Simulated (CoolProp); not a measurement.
Vapour-liquid equilibrium of methanol (1) + ethanol (2) at 0.032 MPa; x and y are mole fractions of (1).

Computed with CoolProp (multi-fluid Helmholtz-energy mixture model, de Reuck 1993 and Schroeder 2014; pair parameters Bell 2016).

```
x     bubble temperature, mixture model (K)  bubble temperature, Raoult's law (K)  y, mixture model  y, Raoult's law
----  -------------------------------------  ------------------------------------  ----------------  ---------------
0.05                                  324.0                                 324.0             0.091            0.090
0.15                                  322.2                                 322.3             0.249            0.251
0.25                                  320.7                                 320.6             0.383            0.390
0.35                                  319.2                                 319.1             0.500            0.510
0.45                                  317.8                                 317.6             0.603            0.614
0.55                                  316.5                                 316.3             0.696            0.705
0.65                                  315.2                                 315.0             0.780            0.785
0.75                                  313.9                                 313.7             0.854            0.856
0.85                                  312.7                                 312.6             0.919            0.919
0.95                                  311.5                                 311.5             0.975            0.974
```

The largest gap from Raoult's law is +0.2 K in bubble temperature, at x = 0.65. No azeotrope shows between x = 0.05 and 0.95.

Pair parameters are fitted to limited data, so mixtures are less certain than the pure fluids.
